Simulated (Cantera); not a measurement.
Standard-state values (1 bar) from the NASA 1993 polynomials, evaluated with Cantera. Values are per mole of reaction as written; species without (g) are pure solids or liquids, kept so even where they would boil at 1 bar.

Fe + 5 CO(g) = Fe(CO)₅(g), with ΔH° = -175.2 kJ and ΔS° = -576.3 J/K at 300 K.

How far is the shortcut ΔG° ≈ ΔH°(300 K) − T·ΔS°(300 K) from the full temperature-dependent value at 1650, 1800, 1950, 2100, 2250, 2400, 2550, 2700, 2850 K?


```tsv
T (K)	shortcut (kJ)	full (kJ)	difference (kJ)	difference in log10 K	condensed phases
1650	775.6	748.4	27.2	-0.86	Fe(γ)
1800	862.1	829.4	32.7	-0.95	Fe(δ)
1950	948.5	911.1	37.4	-1.00	Fe(l)
2100	1034.9	992.6	42.3	-1.05	Fe(l)
2250	1121.4	1073.9	47.4	-1.10	Fe(l)
2400	1207.8	1155.0	52.8	-1.15	Fe(l)
2550	1294.3	1235.8	58.5	-1.20	Fe(l)
2700	1380.7	1316.4	64.3	-1.24	Fe(l)
2850	1467.1	1396.9	70.3	-1.29	Fe(l)
```
The shortcut ignores heat capacities and the phase changes listed.
